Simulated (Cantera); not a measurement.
Charge: 1 mol SiO2, 7.8 mol C, 5.8 mol N2, equilibrated at 14.0 Pa.

These are equilibrium values from Cantera (NASA tables, ideal gas, pure condensed phases), not measurements of a reactor. Candidate condensed phases: C, Si, SiC, SiO2, Si2N2O, Si3N4; 34 gas species. N2 is the only nitrogen source here; it is nearly inert below about 1500 K, so the nitride shown seldom forms there in practice. Kinetics and transport are ignored.

x: gas mole fraction; n: condensed amount in mol.

| T (K) | x N2 | x CO | x SiO | x Si | x SiC2 | x Si2C | n C(graphite) | n SiO2(β-quartz) | n Si2N2O(s) | n SiC(s) |
|---|---|---|---|---|---|---|---|---|---|---|
| 923 | 0.977 | 0.0233 | 2.80e-12 | <1e-12 | <1e-12 | <1e-12 | 7.66 | 0.908 | 0.0458 | 0 |
| 998 | ? | ? | ? | <1e-12 | <1e-12 | <1e-12 | ? | ? | ? | 0 |
| 1073 | 0.779 | 0.221 | 2.07e-8 | <1e-12 | <1e-12 | <1e-12 | 6.30 | 0 | 0.500 | 0 |
| 1148 | 0.779 | 0.221 | ? | <1e-12 | <1e-12 | <1e-12 | 6.30 | 0 | 0.500 | 0 |
| 1223 | 0.779 | 0.221 | 6.58e-6 | 2.83e-12 | <1e-12 | <1e-12 | 6.30 | 0 | 0.500 | 0 |
| 1298 | 0.779 | 0.221 | 7.06e-5 | 3.70e-10 | <1e-12 | <1e-12 | 6.30 | 0 | 0.500 | 0 |
| 1373 | 0.744 | 0.256 | 0.000280 | 1.17e-8 | 6.23e-12 | 5.97e-12 | 4.80 | 0 | 0 | 0.998 |
| 1448 | 0.744 | 0.256 | 0.000400 | 1.23e-7 | 1.36e-10 | 1.23e-10 | 4.81 | 0 | 0 | 0.997 |
| 1523 | 0.744 | 0.256 | 0.000551 | 1.03e-6 | 2.17e-9 | 1.87e-9 | 4.81 | 0 | 0 | 0.996 |
| 1598 | 0.744 | 0.256 | 0.000736 | 6.97e-6 | 2.67e-8 | 2.18e-8 | 4.81 | 0 | 0 | 0.994 |
| 1673 | 0.744 | 0.255 | 0.000957 | 3.99e-5 | 2.61e-7 | 2.04e-7 | 4.82 | 0 | 0 | 0.992 |
| 1748 | 0.743 | 0.255 | 0.00121 | 0.000196 | 2.09e-6 | 1.56e-6 | 4.82 | 0 | 0 | 0.989 |

Question: Fill in the missing entries.

Answer: 
- 998, x N2: 0.871
- 998, x CO: 0.129
- 998, x SiO: 4.32e-10
- 998, n C(graphite): 6.98
- 998, n SiO2(β-quartz): 0.457
- 998, n Si2N2O(s): 0.272
- 1148, x SiO: 4.47e-7
